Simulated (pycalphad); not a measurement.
All values are pycalphad results on the COST 507 light-alloy database (1999) (1 atm), not direct measurements. No gas phase is included, though pure Mg would boil below 1377 °C. These are 1990s assessments: newer ones move some temperatures and phases. Kinetics are ignored, which matters at the lower temperatures.

# Al-0.19Mg-2.32Si (at.%): equilibrium cooling sequence

```
T (°C)                  phases above                  phases below
------  ----------------------------  ----------------------------
645.2                         LIQUID               FCC_A1 + LIQUID
573.7                FCC_A1 + LIQUID  DIAMOND_A4 + FCC_A1 + LIQUID
572.0   DIAMOND_A4 + FCC_A1 + LIQUID           DIAMOND_A4 + FCC_A1
418.4            DIAMOND_A4 + FCC_A1   DIAMOND_A4 + FCC_A1 + MG2SI
```

Changes were sought between steps of 40 K, so a narrower field can be missed.

Database names, with the compositions (at.%) that they take in these runs: MG2SI: Mg 67 Si 33. FCC_A1 is fcc; DIAMOND_A4 is diamond (Si).
